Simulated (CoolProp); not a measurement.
Properties of octamethyltrisiloxane (MDM) along the isotherm 279.05 °C.

Computed with CoolProp (reference Helmholtz-energy equation of state, Thol 2017).

```csv
p (bar),phase,density (kg/m³),cp (kJ/(kg K)),cv (kJ/(kg K)),isothermal compressibility (1/MPa),expansivity (1/kK)
5.53,gas,34.00,2.126,2.037,2.221,3.494
11.1,gas,101.3,2.691,2.093,2.385,16.17
16.6,liquid,463.7,2.682,2.097,0.1116,7.406
22.1,liquid,485.9,2.548,2.090,0.06668,5.187
27.6,liquid,501.2,2.486,2.086,0.04840,4.196
33.2,liquid,513.4,2.448,2.083,0.03815,3.602
38.7,liquid,523.3,2.423,2.080,0.03173,3.208
44.2,liquid,531.8,2.404,2.079,0.02723,2.918
49.8,liquid,539.4,2.388,2.077,0.02384,2.691
55.3,liquid,546.1,2.376,2.076,0.02127,2.512
60.8,liquid,552.2,2.367,2.075,0.01921,2.365
66.3,liquid,557.8,2.358,2.075,0.01754,2.240
71.9,liquid,563.1,2.351,2.074,0.01611,2.132
```
